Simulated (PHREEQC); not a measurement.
Dissolve 0.21 mol CuCl2 and 0.0051 mol HBF4 per kg of water at 25 °C. Closed to the air; pH follows from the charge balance.

The numbers come from PHREEQC with the ion-association model, wateq4f.dat.

This is a speciation only: nothing precipitates in the calculation.

**Question.** Order these Cl species by the share of Cl that they hold, largest first: CuCl+, Cl-, CuCl2.

**Answer.** Cl- (89 %), CuCl+ (9.6 %), CuCl2 (1.4 %)

**Question.** Order these Cu species by the share of Cu that they hold, largest first: CuCl2, CuCl+, CuF+, Cu+2.

**Answer.** Cu+2 (79 %), CuCl+ (19 %), CuCl2 (1.4 %), CuF+ (0.28 %)

The pH is 2.37 and the ionic strength 0.545 mol/kgw. Real BF4- forms and hydrolyses slowly; the run takes it at equilibrium.
